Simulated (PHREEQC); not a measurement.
Solution (25 °C): 0.39 mol/kgw NiSO4 and 0.026 mol/kgw Na2SO4. Closed to the air; pH follows from the charge balance.

Equilibrium calculation in PHREEQC: ion-association model, wateq4f.dat.

This is a speciation only: nothing precipitates in the calculation.

What pH, ionic strength does the model give?

pH 5.92; ionic strength 0.664 mol/kgw.

In which forms is S present?

NiSO4 57 %, SO4-2 40 %, NaSO4- 1.7 %, Ni(SO4)2-2 0.7 % of the S.

Complexes and solids missing from the database can't appear.
